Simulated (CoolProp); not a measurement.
Properties of dimethyl ether at several states (Tc = 400.4 K, pc = 5.337 MPa, ω = 0.196).

Values from CoolProp's reference Helmholtz-energy equation of state, Wu 2011.

```tsv
T (K)	p (MPa)	phase	density (kg/m³)	cv (kJ/(kg K))	expansivity (1/kK)
169.7	3.15	liquid	___	1.491	___
427	5.68	supercritical	___	___	___
196.3	0.0719	liquid	___	1.466	1.560
294.3	0.577	liquid	___	1.534	2.431
217.4	0.0199	gas	0.5133	1.050	4.826
```

Complete the blanks.


- 169.7, density (kg/m³): 837.8
- 169.7, expansivity (1/kK): 1.444
- 427, density (kg/m³): 121.7
- 427, cv (kJ/(kg K)): 1.878
- 427, expansivity (1/kK): 11.62
- 196.3, density (kg/m³): 803.2
- 294.3, density (kg/m³): 667.7
